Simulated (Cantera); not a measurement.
Charge: 1 mol CO₂, 0.077 mol O₂, 0.42 mol N₂, held at 5200 Pa.

These are equilibrium values from Cantera (NASA tables, ideal gas, pure condensed phases), not measurements of a reactor. Candidate condensed phases: C; 24 gas species. Kinetics and transport are ignored.

Question: At 2023 K, list the 6 most abundant gas species with their mole fractions, and the condensed phases.

Answer: CO₂ 0.643, N₂ 0.277, O₂ 0.0586, CO 0.0186, NO 0.00255, O 0.000845. Condensed: gas only.
